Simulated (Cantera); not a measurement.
Cantera run, input and output.

```python
import numpy as np
import cantera as ct

gas = ct.Solution("gri30.yaml", transport_model="mixture-averaged")
show = ['H2', 'O', 'C2H2']

rows = []
print(f"{'T/K':>7s}{'rho':>11s}{'cp':>10s}{'mu':>11s}{'lambda':>11s}{'Pr':>7s}" + "".join(f"{'D_' + s:>11s}" for s in show))
for T in [400, 600, 800, 1000, 1200, 1400, 1600, 1800, 2000]:
    gas.TPX = T, 88, {'C2H6': 0.33}
    Pr = gas.cp_mass * gas.viscosity / gas.thermal_conductivity
    D = [gas.mix_diff_coeffs_mole[gas.species_index(s)] for s in show]
    rows.append([gas.density, gas.cp_mass, gas.viscosity, gas.thermal_conductivity, Pr, *D])
    print(f"{T:7g}{gas.density:11.4e}{gas.cp_mass:10.1f}{gas.viscosity:11.4e}"
          f"{gas.thermal_conductivity:11.4e}{Pr:7.3f}" + "".join(f"{d:11.4e}" for d in D))
print("SI units: kg/m3, J/kg/K, Pa s, W/m/K, m2/s")
```

Output:

```
    T/K        rho        cp         mu     lambda     Pr       D_H2        D_O     D_C2H2
    400 7.9565e-04    2166.5 1.2323e-05 3.5590e-02  0.750 1.0851e-01 4.4089e-02 2.2988e-02
    600 5.3043e-04    2972.3 1.7444e-05 6.9019e-02  0.751 2.1678e-01 8.9587e-02 4.8294e-02
    800 3.9782e-04    3590.7 2.1836e-05 1.0464e-01  0.749 3.5169e-01 1.4647e-01 8.0336e-02
   1000 3.1826e-04    4080.0 2.5738e-05 1.3980e-01  0.751 5.1056e-01 2.1352e-01 1.1829e-01
   1200 2.6522e-04    4448.8 2.9288e-05 1.7363e-01  0.750 6.9158e-01 2.8991e-01 1.6160e-01
   1400 2.2733e-04    4735.6 3.2574e-05 2.0583e-01  0.749 8.9339e-01 3.7506e-01 2.0990e-01
   1600 1.9891e-04    4956.8 3.5656e-05 2.3633e-01  0.748 1.1149e+00 4.6849e-01 2.6289e-01
   1800 1.7681e-04    5126.5 3.8575e-05 2.6516e-01  0.746 1.3553e+00 5.6983e-01 3.2035e-01
   2000 1.5913e-04    5257.1 4.1363e-05 2.9236e-01  0.744 1.6137e+00 6.7879e-01 3.8211e-01
SI units: kg/m3, J/kg/K, Pa s, W/m/K, m2/s
```

Detailed kinetics in Cantera: GRI-Mech 3.0 (53 species, 325 reactions). The composition is frozen, though it would react at the higher temperatures.
